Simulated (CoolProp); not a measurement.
Vapour-liquid equilibrium of ethylbenzene (1) + p-xylene (2) at 398 K; x and y are mole fractions of (1).

The numbers come from the multi-fluid Helmholtz-energy mixture model, Zhou 2012 and Zhou 2012; pair parameters Bell 2016 in CoolProp.

```
x      bubble pressure (bar)  y at the bubble point  dew pressure at overall composition x (bar)  liquid density (mol/L)
-----  ---------------------  ---------------------  -------------------------------------------  ----------------------
0.05                  0.7000                  0.054                                       0.6998                   7.219
0.125                    [?]                  0.134                                       0.7040                   7.222
0.2                   0.7086                    [?]                                       0.7081                   7.225
0.275                 0.7124                  0.288                                       0.7118                   7.228
0.35                     [?]                  0.364                                          [?]                   7.231
0.425                 0.7192                  0.439                                       0.7186                   7.235
0.5                   0.7222                  0.513                                       0.7217                   7.239
0.575                 0.7251                  0.587                                       0.7246                   7.243
0.65                     [?]                  0.661                                       0.7274                   7.247
0.725                 0.7305                  0.734                                       0.7301                   7.251
0.8                   0.7331                  0.807                                       0.7328                   7.255
0.875                 0.7357                  0.880                                       0.7355                   7.259
0.95                  0.7384                  0.952                                       0.7383                   7.263
```

Question: What belongs in the gaps?

Answer: 
- 0.125, bubble pressure (bar): 0.7045
- 0.2, y at the bubble point: 0.212
- 0.35, bubble pressure (bar): 0.7159
- 0.35, dew pressure at overall composition x (bar): 0.7153
- 0.65, bubble pressure (bar): 0.7278

No azeotrope shows between x = 0.05 and 0.95.

The pair parameters rest on a limited set of measurements; away from them the model extrapolates.
